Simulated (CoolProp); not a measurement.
Saturated liquid density (kg/m³) of water: the reference equation beside estimates from Tc = 373.9 °C, pc = 220.6 bar, ω = 0.344. Rackett uses Z = 0.29056 − 0.08775 ω.

Model: reference Helmholtz-energy equation of state, Wagner 2002, in CoolProp.

```
T (°C)  reference  Rackett  Redlich-Kwong  Peng-Robinson
------  ---------  -------  -------------  -------------
139.55      926.5    776.7          649.4            ___
166.75      900.7    750.0          624.3          744.0
194.05      871.5    721.7          596.7          715.5
221.25      838.6      ___            ___          683.2
248.55      801.0    658.7          532.8          645.6
275.75      757.7    622.3          495.1            ___
303.05      705.8      ___          451.5          548.2
330.25        ___    529.1            ___          480.7
357.55        ___    454.4          326.6          383.7
```

### Question
What belongs in the gaps?

### Answer

- 139.55, Peng-Robinson: 769.0
- 221.25, Rackett: 691.6
- 221.25, Redlich-Kwong: 566.5
- 275.75, Peng-Robinson: 601.6
- 303.05, Rackett: 580.3
- 330.25, reference: 640.1
- 330.25, Redlich-Kwong: 398.9
- 357.55, reference: 540.7

Absolute difference from the reference over all 9 rows, mean and median: Rackett 17.1 and 17.3 %, Redlich-Kwong 34.0 and 33.5 %, Peng-Robinson 20.8 and 19.4 %.
